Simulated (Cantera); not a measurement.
A closed system holds: 1 mol C3H8, 17 mol H2, at 2300 K and 36.0 bar.

Method: chemical equilibrium by Gibbs-energy minimisation in Cantera with the NASA 1993 tables (ideal gas, pure condensed phases). Candidate condensed phases: C, C6H6, C7H8, C8H18; 76 gas species. The ideal-gas law is rough above about 30 bar. The numbers say what is thermodynamically allowed, not how fast it happens.

Base state: H2 0.986, CH4 0.00750, C2H2 (acetylene) 0.00426, H 0.00160, C2H4 0.000238, CH3 0.000229 (mole fractions); condensed: C(graphite).

What changes in the equilibrium state with this change: temperature from 2300 K to 775 K?


```json
[
 {"species": "H2", "before": "0.986", "after": "0.833"},
 {"species": "CH4", "before": "0.00750", "after": "0.167"},
 {"species": "C2H2 (acetylene)", "before": "0.00426", "after": "<1e-9"},
 {"species": "H", "before": "0.00160", "after": "<1e-9"},
 {"species": "C2H4", "before": "0.000238", "after": "<1e-9"},
 {"species": "CH3", "before": "0.000229", "after": "<1e-9"},
 {"species": "C(graphite), mol", "before": "2.65", "after": "0"}
]
```

What changes in the equilibrium state with this change: temperature from 2300 K to 823.15 K?


```json
[
 {"species": "H2", "before": "0.986", "after": "0.833"},
 {"species": "CH4", "before": "0.00750", "after": "0.167"},
 {"species": "C2H2 (acetylene)", "before": "0.00426", "after": "<1e-9"},
 {"species": "H", "before": "0.00160", "after": "<1e-9"},
 {"species": "C2H4", "before": "0.000238", "after": "<1e-9"},
 {"species": "C(graphite), mol", "before": "2.65", "after": "0"}
]
```
